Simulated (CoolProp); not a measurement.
Properties of chloromethane (R40) along the isotherm 275.7 K.

Values from CoolProp's reference Helmholtz-energy equation of state, Thol 2014.

| p (kPa) | phase | density (kg/m³) | expansivity (1/kK) |
|---|---|---|---|
| 11 | gas | 0.2429 | 3.660 |
| 19.5 | gas | 0.4314 | 3.687 |
| 34.6 | gas | 0.7681 | 3.734 |
| 61.6 | gas | 1.376 | 3.823 |
| 110 | gas | ? | ? |
| 195 | gas | ? | 4.345 |
| 346 | liquid | 955.6 | 1.979 |
| 616 | liquid | 956.1 | 1.973 |
| 1100 | liquid | ? | ? |
| 1950 | liquid | ? | 1.942 |
| 3460 | liquid | ? | ? |

What belongs in the gaps?


- 110, density (kg/m³): 2.486
- 110, expansivity (1/kK): 3.996
- 195, density (kg/m³): 4.503
- 1100, density (kg/m³): 957.0
- 1100, expansivity (1/kK): 1.961
- 1950, density (kg/m³): 958.5
- 3460, density (kg/m³): 961.1
- 3460, expansivity (1/kK): 1.909
